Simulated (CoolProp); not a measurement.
Vapour-liquid equilibrium of cyclohexane (1) + n-heptane (2) at 0.595 bar; x and y are mole fractions of (1).

Values from CoolProp's multi-fluid Helmholtz-energy mixture model, Zhou 2014 and Span 2003; pair parameters Bell 2016.

| x | bubble temperature, mixture model (K) | bubble temperature, Raoult's law (K) | y, mixture model | y, Raoult's law |
|---|---|---|---|---|
| 0.05 | 353.2 | 353.3 | 0.085 | 0.084 |
| 0.15 | 351.0 | 351.2 | 0.237 | 0.236 |
| 0.25 | 348.9 | 349.2 | 0.371 | 0.369 |
| 0.35 | 347.0 | 347.3 | 0.488 | 0.488 |
| 0.45 | 345.2 | 345.5 | 0.591 | 0.593 |
| 0.55 | 343.5 | 343.8 | 0.682 | 0.686 |
| 0.65 | 341.9 | 342.2 | 0.764 | 0.769 |
| 0.75 | 340.4 | 340.7 | 0.839 | 0.844 |
| 0.85 | 339.1 | 339.2 | 0.907 | 0.911 |
| 0.95 | 337.8 | 337.8 | 0.970 | 0.972 |

The largest gap from Raoult's law is -0.3 K in bubble temperature, at x = 0.45. No azeotrope shows between x = 0.05 and 0.95.

The pair parameters rest on a limited set of measurements; away from them the model extrapolates.
